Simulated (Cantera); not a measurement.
KOH + C + H2 + CO2 (calcination and drying)

Feed: 1 mol KOH, 0.72 mol C, 0.53 mol H2, 1.3 mol CO2, held at 1552 °C.

Equilibrium computed with Cantera from the NASA thermochemical tables; the gas is ideal and each condensed phase is pure. Candidate condensed phases: C, C6H6, C7H8, C8H18, H2O, K, KOH, KO2, K2CO3, K2O, K2O2; 116 gas species. Rates play no part.

| P (Pa) | x CO | x K | x CO2 | x H2O | x KOH | x H2 | x H | x OH | n K2CO3(l) |
|---|---|---|---|---|---|---|---|---|---|
| 10 | 0.293 | 0.242 | 0.203 | 0.179 | 0.00319 | 0.0659 | 0.0113 | 0.00214 | 0 |
| 36 | 0.296 | 0.241 | 0.202 | 0.180 | 0.00600 | 0.0673 | 0.00602 | 0.00113 | 0 |
| 130 | 0.300 | 0.237 | 0.200 | 0.179 | 0.0111 | 0.0685 | 0.00320 | 0.000585 | 0 |
| 460 | 0.306 | 0.229 | 0.197 | 0.176 | 0.0197 | 0.0696 | 0.00171 | 0.000303 | 0 |
| 1700 | 0.315 | 0.217 | 0.192 | 0.170 | 0.0341 | 0.0710 | 0.000900 | 0.000151 | 0 |
| 6000 | 0.327 | 0.199 | 0.185 | 0.161 | 0.0549 | 0.0727 | 0.000485 | 7.50e-5 | 0 |
| 22000 | 0.345 | 0.174 | 0.175 | 0.148 | 0.0835 | 0.0747 | 0.000257 | 3.56e-5 | 0 |
| 77000 | 0.365 | 0.145 | 0.163 | 0.134 | 0.116 | 0.0768 | 0.000139 | 1.70e-5 | 0 |
| 280000 | 0.388 | 0.113 | 0.149 | 0.119 | 0.152 | 0.0788 | 7.39e-5 | 7.78e-6 | 0 |
| 1000000 | 0.444 | 0.0626 | 0.115 | 0.124 | 0.133 | 0.121 | 4.85e-5 | 3.45e-6 | 0.174 |
x: gas mole fraction; n: condensed amount in mol.

From 10.0 Pa to 2.80 bar nothing is condensed. At 10.0 bar the condensed part is K2CO3(l). The main K-bearing gas is K at 10.0 Pa and KOH at 10.0 bar.
